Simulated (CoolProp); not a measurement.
Vapour-liquid equilibrium of CHF3 (R23) (1) + R227EA (2) at 4.55 bar; x and y are mole fractions of (1).

Values from CoolProp's multi-fluid Helmholtz-energy mixture model, Penoncello 2003 and Lemmon 2016; pair parameters Bell 2016.

Q: Give the bubble temperature and the first vapour's composition at x = 0.25, 0.35, 0.75. Is there an azeotrope?

A: x = 0.25: 256.5 K, y = 0.810; x = 0.35: 247.1 K, y = 0.889; x = 0.75: 228.5 K, y = 0.979. No azeotrope shows between x = 0.05 and 0.95.

The pair parameters rest on a limited set of measurements; away from them the model extrapolates. The gap from Raoult's law changes sign with composition, which may be real or a fault of the pair parameters; it wasn't checked against measurements.
